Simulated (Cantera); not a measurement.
Input (Python, Cantera) and output of one run.

```python
import numpy as np
import cantera as ct

gas_names = """
    H H2 P PH PH3 P2 P4
""".split()
cond_names = """
    P(cr) P(L)
""".split()


# ... load() reads the species with a 1 bar reference pressure and builds the phases ...
atoms = {
    'PH3': {'P': 1, 'H': 3},
    'H2': {'H': 2},
}
top_T = {}  # K; cautious upper limits of use, not melting points


# ... equilibrate(T, P, feed) seeds the gas with the atoms and calls Mixture.equilibrate('TP', solver="vcs", rtol=1e-11, max_steps=5000) ...
results = []
feed = {'PH3': 1, 'H2': 0.067}  # mol
P = 35  # Pa
for T in [1925, 2000, 2075, 2150, 2225, 2300, 2375, 2450, 2525, 2600, 2675, 2750, 2825, 2900]:
    mix = equilibrate(T, P, feed)
    results.append((T, P, feed, dict(zip(mix.species_names, mix.species_moles))))

top = {s: max(r[3][s] / sum(r[3][g] for g in gas_names) for r in results) for s in gas_names}
cols = sorted((s for s in top if top[s] > 1e-05), key=lambda s: -top[s])[:5]
seen = [c for c in cond_names if any(r[3].get(c, 0) > 1e-12 for r in results)]
print("log10 of partial pressures in bar; condensed amounts in mol")
print(f"{'T/K':>10s}" + "".join(f"{s[:9]:>10s}" for s in cols + seen))
for T, P, feed, n in results:
    ng = sum(n[g] for g in gas_names)
    print(f"{T:10.4g}" + "".join(f"{np.log10(max(n[s] / ng * P / 1e5, 1e-99)):10.3f}" for s in cols)
          + "".join(f"{n.get(c, 0):10.4g}" for c in seen))
```

It prints:

```
log10 of partial pressures in bar; condensed amounts in mol
       T/K         H        H2        P2         P        PH
      1925    -4.820    -3.600    -4.089    -5.681    -7.233
      2000    -4.597    -3.617    -4.101    -5.434    -7.081
      2075    -4.396    -3.643    -4.120    -5.209    -6.948
      2150    -4.216    -3.682    -4.148    -5.004    -6.838
      2225    -4.058    -3.739    -4.190    -4.821    -6.753
      2300    -3.923    -3.818    -4.248    -4.659    -6.696
      2375    -3.813    -3.926    -4.326    -4.519    -6.671
      2450    -3.729    -4.064    -4.428    -4.401    -6.680
      2525    -3.669    -4.234    -4.554    -4.305    -6.724
      2600    -3.631    -4.429    -4.704    -4.231    -6.798
      2675    -3.607    -4.641    -4.876    -4.176    -6.897
      2750    -3.594    -4.858    -5.067    -4.138    -7.013
      2825    -3.587    -5.075    -5.270    -4.112    -7.140
      2900    -3.583    -5.286    -5.479    -4.097    -7.271
```

Cantera equilibrium calculation (NASA polynomials, part measured and part estimated; ideal gas, pure solids and liquids).
